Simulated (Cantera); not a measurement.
Input: 1 mol MgO, 0.98 mol F₂, 11 mol H₂, held at 133 Pa.

These are equilibrium values from Cantera (NASA tables, ideal gas, pure condensed phases), not measurements of a reactor. Candidate condensed phases: H₂O, Mg, MgF₂, MgO, Mg(OH)₂; 31 gas species. Mutual solubility and eutectic melting of coexisting phases are not modelled. The numbers say what is thermodynamically allowed, not how fast it happens.

Which condensed phases are stable at each of these points (T (°C)): 902, 1002, 1102, 1202, 1302, 1402, 1502?


| T (°C) | condensed phases | Mg condensed (%) |
|---|---|---|
| 902 | MgF₂(s) + MgO(s) | 100.0 |
| 1002 | MgF₂(s) + MgO(s) | 99.8 |
| 1102 | MgO(s) | 97.1 |
| 1202 | MgO(s) | 95.3 |
| 1302 | MgO(s) | 92.5 |
| 1402 | MgO(s) | 87.4 |
| 1502 | MgO(s) | 75.7 |

From 902 °C to 1002 °C the condensed part is MgF₂(s) + MgO(s). From 1102 °C to 1502 °C the condensed part is MgO(s).
